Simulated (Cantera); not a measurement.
Input (Python, Cantera) and output of one run.

```python
import numpy as np
import cantera as ct

gas_names = """
    CL CL2 H HCL H2 Si SiCL SiCL2 SiCL3 SiCL4 SiH SiHCL3 SiH2 SiH2CL2 SiH3 SiH3CL SiH4 Si2 Si3
""".split()
cond_names = """
    Si(cr) Si(L)
""".split()


# ... load() reads the species with a 1 bar reference pressure and builds the phases ...
atoms = {
    'SiCl4': {'Si': 1, 'CL': 4},
    'Cl2': {'CL': 2},
    'H2': {'H': 2},
}
top_T = {}  # K; cautious upper limits of use, not melting points


# ... equilibrate(T, P, feed) seeds the gas with the atoms and calls Mixture.equilibrate('TP', solver="vcs", rtol=1e-11, max_steps=5000) ...
results = []
feed = {'SiCl4': 1, 'Cl2': 0.62, 'H2': 11}  # mol
T = 1348  # K
P = 580000  # Pa
mix = equilibrate(T, P, feed)
results.append((T, P, feed, dict(zip(mix.species_names, mix.species_moles))))
print(gas.report(threshold=1e-06))
for i in range(1, mix.n_phases):
    print(f"{mix.phase(i).name:16s} {mix.phase_moles(i):12.5e} mol")
```

Result:

```
       temperature   1348 K
          pressure   5.8e+05 Pa
           density   0.9642 kg/m^3
  mean mol. weight   18.632 kg/kmol
   phase of matter   gas

                          1 kg             1 kmol
                     ---------------   ---------------
          enthalpy       -1.1395e+06       -2.1232e+07  J
   internal energy       -1.7411e+06        -3.244e+07  J
           entropy             10591        1.9733e+05  J/K
    Gibbs function       -1.5416e+07       -2.8723e+08  J
 heat capacity c_p            2018.5             37608  J/K
 heat capacity c_v            1572.2             29294  J/K

                      mass frac. Y      mole frac. X     chem. pot. / RT
                     ---------------   ---------------   ---------------
               HCL           0.24722           0.12635           -33.635
                H2          0.085987           0.79471           -16.769
             SiCL2         0.0087355         0.0016443           -58.362
             SiCL3            0.0301         0.0041717           -83.612
             SiCL4           0.48461          0.053149           -108.86
            SiHCL3           0.13795          0.018977           -91.997
           SiH2CL2         0.0053496        0.00098687           -75.131
            SiH3CL        5.2128e-05        1.4592e-05           -58.265
     [  +11 minor]        4.2666e-07        1.0643e-06

Si(cr)            0.00000e+00 mol
```

Equilibrium computed with Cantera from the NASA thermochemical tables; the gas is ideal and each condensed phase is pure. The tables' values for SiCl3 are old estimates; treat these amounts as uncertain.
